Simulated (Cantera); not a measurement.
Input: 1 mol CuO, 2.9 mol HF, 0.22 mol H2, held at 450 °C and 0.173 Torr.

Method: chemical equilibrium by Gibbs-energy minimisation in Cantera with the NASA 1993 tables (ideal gas, pure condensed phases). Candidate condensed phases: Cu, CuF2, CuO, Cu(OH)2, Cu2O, H2O; 27 gas species. Kinetics and transport are ignored.

Base state: HF 0.929, H2O 0.0705 (mole fractions); condensed: CuO(s) + Cu2O(s).

Q: What changes in the equilibrium state with this change: H2 from 0.22 to 1.3 mol?

A: 
```csv
species,before,after
HF,0.929,0.690
H2O,0.0705,0.238
H2,<1e-9,0.0714
"CuO(s), mol",0.560,0
"Cu2O(s), mol",0.220,0
"Cu(s), mol",0,1.00
```

Q: What changes in the equilibrium state with this change: temperature from 450 °C to 902 °C?

A: 
```tsv
species	before	after
HF	0.929	0.887
H2O	0.0705	0.0684
O2	2.20e-6	0.0429
CuF	1.78e-9	0.00189
CuO(s), mol	0.560	0
Cu2O(s), mol	0.220	0.497
```
